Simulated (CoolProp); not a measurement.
A closed Brayton cycle with carbon dioxide: compressor inlet 327.15 K and 9.1 MPa, high pressure 16.6 MPa, turbine inlet 750 K, compressor efficiency 0.89, turbine efficiency 0.93, recuperator effectiveness 0 (on enthalpy, no pinch check). Each further row changes one setting.

Computed with CoolProp (reference Helmholtz-energy equation of state, Span 1996).

```json
[
 {"case": "as stated", "thermal efficiency (%)": "10.0", "net work (kJ/kg)": "49.8", "compressor to turbine work": "0.34", "compressor exit (K)": "373.9", "turbine exit (K)": "679.0"},
 {"case": "turbine inlet 700 K", "thermal efficiency (%)": "10.1", "net work (kJ/kg)": "44.0", "compressor to turbine work": "0.37", "compressor exit (K)": "373.9", "turbine exit (K)": "631.7"},
 {"case": "compressor inlet 337.15 K", "thermal efficiency (%)": "9.8", "net work (kJ/kg)": "45.7", "compressor to turbine work": "0.40", "compressor exit (K)": "[?]", "turbine exit (K)": "679.0"},
 {"case": "high pressure 14.1 MPa", "thermal efficiency (%)": "7.4", "net work (kJ/kg)": "[?]", "compressor to turbine work": "0.32", "compressor exit (K)": "361.0", "turbine exit (K)": "[?]"},
 {"case": "recuperator effectiveness 0.5", "thermal efficiency (%)": "15.7", "net work (kJ/kg)": "49.8", "compressor to turbine work": "0.34", "compressor exit (K)": "373.9", "turbine exit (K)": "679.0"}
]
```

**Question.** Complete the blanks.

**Answer.** 
- compressor inlet 337.15 K, compressor exit (K): 388.2
- high pressure 14.1 MPa, net work (kJ/kg): 37.7
- high pressure 14.1 MPa, turbine exit (K): 698.0
